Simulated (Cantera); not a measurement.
Input: 1 mol CaCO3, 0.035 mol C, 9.6 mol H2O, at 500 °C and 8.30 bar.

Equilibrium computed with Cantera from the NASA thermochemical tables; the gas is ideal and each condensed phase is pure. Candidate condensed phases: C, C6H6, C7H8, C8H18, Ca, CaCO3, CaO, Ca(OH)2, H2O; 115 gas species. Kinetics and transport are ignored.

**Question.** What is the equilibrium state?

**Answer.** 
| Property | Value |
|---|---|
| x(H2O) | 0.989 |
| x(H2) | 0.00726 |
| x(CO2) | 0.00363 |
| x(CO) | 5.20e-6 |
| n(CaCO3(calcite)) | 1.00 mol |
| gas amount | 9.635 mol |
| log10 activity of Ca(OH)2(s) (absent) | -1.29 |
| log10 activity of C(graphite) (absent) | -4.82 |
| log10 activity of Ca(s) (absent) | -28.06 |
